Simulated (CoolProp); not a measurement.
Vapour-liquid equilibrium of chloromethane (R40) (1) + isobutene (2) at 0.0866 MPa; x and y are mole fractions of (1).

Model: multi-fluid Helmholtz-energy mixture model, Thol 2014 and Lemmon 2005; pair parameters Bell 2016, in CoolProp.

| x | bubble temperature (K) | y at the bubble point | dew temperature at overall composition x (K) | liquid density (mol/L) |
|---|---|---|---|---|
| 0.05 | 260.3 | 0.119 | 261.4 | 11.54 |
| 0.2 | 255.9 | 0.370 | 258.9 | 12.46 |
| 0.35 | 252.9 | 0.536 | 256.2 | 13.49 |
| 0.5 | 250.6 | 0.662 | 253.5 | 14.64 |
| 0.65 | 248.8 | 0.769 | 250.8 | 15.97 |
| 0.8 | 247.3 | 0.869 | 248.4 | 17.51 |
| 0.95 | 246.0 | 0.967 | 246.2 | 19.32 |

No azeotrope shows between x = 0.05 and 0.95.

The pair parameters rest on a limited set of measurements; away from them the model extrapolates.
